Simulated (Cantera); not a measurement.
A Cantera script and what it prints.

```python
import numpy as np
import cantera as ct

gas_names = """
    Cu CuO Cu2 H HNO HNO2 HNO3 HO2 H2 H2O H2O2 N NH NH2 NH3 NH2OH NO NO2 NO3 N2 N2H2 N2H4 N2O O OH O2 O3
""".split()
cond_names = """
    Cu(cr) Cu(L) CuO(s) CuO2H2(s) Cu2O(s) Cu2O(L) H2O(s) H2O(L)
""".split()


# ... load() reads the species with a 1 bar reference pressure and builds the phases ...
atoms = {
    'Cu2O': {'Cu': 2, 'O': 1},
    'H2': {'H': 2},
    'N2': {'N': 2},
}
top_T = {'CuO(s)': 1390}  # K; cautious upper limits of use, not melting points


# ... equilibrate(T, P, feed) seeds the gas with the atoms and calls Mixture.equilibrate('TP', solver="vcs", rtol=1e-11, max_steps=5000) ...
results = []
feed = {'Cu2O': 1, 'H2': 220, 'N2': 1.6}  # mol
T = 1225  # K
P = 1333.22  # Pa
mix = equilibrate(T, P, feed)
results.append((T, P, feed, dict(zip(mix.species_names, mix.species_moles))))
print(gas.report(threshold=1e-06))
for i in range(1, mix.n_phases):
    print(f"{mix.phase(i).name:16s} {mix.phase_moles(i):12.5e} mol")
```

Output:

```
       temperature   1225 K
          pressure   1333.2 Pa
           density   0.00029793 kg/m^3
  mean mol. weight   2.276 kg/kmol
   phase of matter   gas

                          1 kg             1 kmol
                     ---------------   ---------------
          enthalpy        1.1664e+07        2.6547e+07  J
   internal energy         7.189e+06        1.6362e+07  J
           entropy             92142        2.0972e+05  J/K
    Gibbs function       -1.0121e+08       -2.3036e+08  J
 heat capacity c_p             13742             31278  J/K
 heat capacity c_v             10089             22963  J/K

                      mass frac. Y      mole frac. X     chem. pot. / RT
                     ---------------   ---------------   ---------------
                Cu        5.0661e-05        1.8145e-06           -6.0454
                 H        1.1883e-06        2.6832e-06           -11.181
                H2           0.87536           0.98826           -22.363
               H2O          0.035718         0.0045126           -58.998
                N2          0.088867         0.0072201           -34.661
     [  +22 minor]        1.4242e-06        1.8989e-07

Cu(cr)            1.99960e+00 mol
CuO(s)            0.00000e+00 mol
CuO2H2(s)         0.00000e+00 mol
Cu2O(s)           0.00000e+00 mol
```

These are equilibrium values from Cantera (NASA tables, ideal gas, pure condensed phases), not measurements of a reactor.
